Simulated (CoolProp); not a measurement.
Vapour-liquid equilibrium of R134a (1) + R236FA (2) at 321.5 K; x and y are mole fractions of (1).

Values from CoolProp's multi-fluid Helmholtz-energy mixture model, Tillner-Roth 1994 and Pan 2012; pair parameters Bell 2016.

| x | bubble pressure, mixture model (bar) | bubble pressure, Raoult's law (bar) | y, mixture model | y, Raoult's law |
|---|---|---|---|---|
| 0.05 | 5.878 | 5.918 | 0.092 | 0.107 |
| 0.2 | 6.837 | 6.979 | 0.322 | 0.362 |
| 0.35 | 7.828 | 8.041 | 0.504 | 0.550 |
| 0.5 | 8.859 | 9.102 | 0.653 | 0.694 |
| 0.65 | 9.935 | 10.16 | 0.777 | 0.808 |
| 0.8 | 11.06 | 11.23 | 0.882 | 0.901 |
| 0.95 | 12.24 | 12.29 | 0.973 | 0.977 |

The largest gap from Raoult's law is -2.7 % in bubble pressure, at x = 0.5. No azeotrope shows between x = 0.05 and 0.95.

The pair parameters rest on a limited set of measurements; away from them the model extrapolates.
